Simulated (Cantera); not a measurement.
Feed: 1 mol CuO, 1200 mol H2, 1 mol N2, equilibrated at 7.50 mbar.

Method: chemical equilibrium by Gibbs-energy minimisation in Cantera with the NASA 1993 tables (ideal gas, pure condensed phases). Candidate condensed phases: Cu, CuO, Cu(OH)2, Cu2O, H2O; 27 gas species. Kinetics and transport are ignored. All values below are at 1598 K.

Base state: H2 0.997, N2 0.000832, H2O 0.000832, Cu 0.000832, H 0.000614 (mole fractions); condensed: gas only.

What changes in the equilibrium state with this change: pressure from 7.50 mbar to 1 atm?


```csv
species,before,after
H2,0.997,0.998
H2O,0.000832,0.000833
N2,0.000832,0.000832
Cu,0.000832,3.81e-5
H,0.000614,5.28e-5
"Cu(l), mol",0,0.954
```
